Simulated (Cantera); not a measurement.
An isothermal plug-flow reactor at 450 K and 0.700 bar (inlet), inlet velocity 1.2 m/s, active area per volume 3200 1/m; feed 0.235 % H₂, 6.34 % O₂, 92.7 % N₂, 0.693 % H₂O, equivalence ratio 0.019.

Detailed kinetics in Cantera: Deutschmann's 1995 Pt surface mechanism with GRI-Mech 3.0 gas chemistry. Catalytic surfaces can have several steady states; this one follows from the mechanism file's or the stated starting coverage. Mass transfer to the wall is taken as infinitely fast.

Predict: x(H₂) at z = 0.014 m; x(O₂) at z = 0.014 m; x(H₂O) at z = 0.014 m; θ(free Pt) at the exit; θ(O*) at the exit; θ(OH*) at the exit.


```
Quantity                 Result
----------------------  -------
x(H₂) at z = 0.014 m    4.67e-5
x(O₂) at z = 0.014 m     0.0623
x(H₂O) at z = 0.014 m   0.00924
θ(free Pt) at the exit  0.00103
θ(O*) at the exit         0.992
θ(OH*) at the exit      0.00671
```
